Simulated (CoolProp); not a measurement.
Vapour-liquid equilibrium of benzene (1) + n-octane (2) at 416.8 K; x and y are mole fractions of (1).

The numbers come from the multi-fluid Helmholtz-energy mixture model, Thol 2012 and Beckmüller 2019; pair parameters Bell 2016 in CoolProp.

```json
[
 {"x": "0.05", "bubble pressure (kPa)": "182.7", "y at the bubble point": "0.145", "dew pressure at overall composition x (kPa)": "169.2", "liquid density (mol/L)": "5.319"},
 {"x": "0.125", "bubble pressure (kPa)": "212.9", "y at the bubble point": "0.314", "dew pressure at overall composition x (kPa)": "179.7", "liquid density (mol/L)": "5.512"},
 {"x": "0.2", "bubble pressure (kPa)": "242.9", "y at the bubble point": "0.443", "dew pressure at overall composition x (kPa)": "191.6", "liquid density (mol/L)": "5.719"},
 {"x": "0.275", "bubble pressure (kPa)": "272.3", "y at the bubble point": "0.542", "dew pressure at overall composition x (kPa)": "…", "liquid density (mol/L)": "5.940"},
 {"x": "0.35", "bubble pressure (kPa)": "300.7", "y at the bubble point": "…", "dew pressure at overall composition x (kPa)": "220.5", "liquid density (mol/L)": "6.179"},
 {"x": "0.425", "bubble pressure (kPa)": "328.0", "y at the bubble point": "0.687", "dew pressure at overall composition x (kPa)": "238.3", "liquid density (mol/L)": "6.437"},
 {"x": "0.5", "bubble pressure (kPa)": "354.1", "y at the bubble point": "0.742", "dew pressure at overall composition x (kPa)": "…", "liquid density (mol/L)": "6.716"},
 {"x": "0.575", "bubble pressure (kPa)": "379.1", "y at the bubble point": "0.789", "dew pressure at overall composition x (kPa)": "283.4", "liquid density (mol/L)": "7.021"},
 {"x": "0.65", "bubble pressure (kPa)": "403.3", "y at the bubble point": "0.831", "dew pressure at overall composition x (kPa)": "312.1", "liquid density (mol/L)": "7.355"},
 {"x": "0.725", "bubble pressure (kPa)": "426.7", "y at the bubble point": "0.870", "dew pressure at overall composition x (kPa)": "345.9", "liquid density (mol/L)": "7.722"},
 {"x": "0.8", "bubble pressure (kPa)": "449.7", "y at the bubble point": "0.906", "dew pressure at overall composition x (kPa)": "385.3", "liquid density (mol/L)": "8.127"},
 {"x": "0.875", "bubble pressure (kPa)": "472.6", "y at the bubble point": "0.942", "dew pressure at overall composition x (kPa)": "430.0", "liquid density (mol/L)": "8.576"},
 {"x": "0.95", "bubble pressure (kPa)": "495.4", "y at the bubble point": "0.977", "dew pressure at overall composition x (kPa)": "478.1", "liquid density (mol/L)": "9.077"}
]
```

Some entries are withheld; supply them.


- 0.275, dew pressure at overall composition x (kPa): 205.1
- 0.35, y at the bubble point: 0.622
- 0.5, dew pressure at overall composition x (kPa): 259.1

No azeotrope shows between x = 0.05 and 0.95.

Pair parameters are fitted to limited data, so mixtures are less certain than the pure fluids.
